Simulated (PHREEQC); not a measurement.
0.014 g of hydrous ferric oxide (600 m²/g; 0.2 weak and 0.005 strong sites per Fe, Dzombak-Morel constants, diffuse double layer) in 1 kg of water with 0.1 mol/kgw of an inert sodium salt and 9e-05 mmol/kgw SrCl2, at 25 °C; the pH is set by adding NaOH or the inert anion's acid. Oxygen is held at 0.21 atm. The system is closed to CO2. Precipitation was switched off in this run.

Base run: PHREEQC, ion-association model, wateq4f.dat. Each further column changes one thing. The table gives surface charge σ (C/m²).

```tsv
pH	base	background salt from 0.1 to 0.01 mol/kgw	oxide from 0.014 to 0.07 g/kgw
3	0.363	?	0.363
3.5	0.350	?	0.350
4	0.321	?	0.321
5	0.215	0.113	0.215
5.5	0.159	0.077	0.159
6	0.111	0.049	0.111
6.5	0.074	?	0.074
7	0.045	?	0.045
8	0.004	0.001	0.004
8.5	-0.014	?	-0.014
9	-0.034	?	-0.034
```

Task: Complete the blanks.

Result: 
- 3, background salt from 0.1 to 0.01 mol/kgw: 0.324
- 3.5, background salt from 0.1 to 0.01 mol/kgw: 0.275
- 4, background salt from 0.1 to 0.01 mol/kgw: 0.216
- 6.5, background salt from 0.1 to 0.01 mol/kgw: 0.030
- 7, background salt from 0.1 to 0.01 mol/kgw: 0.017
- 8.5, background salt from 0.1 to 0.01 mol/kgw: -0.005
- 9, background salt from 0.1 to 0.01 mol/kgw: -0.013

The oxide is taken as insoluble; below pH 4 it would dissolve.
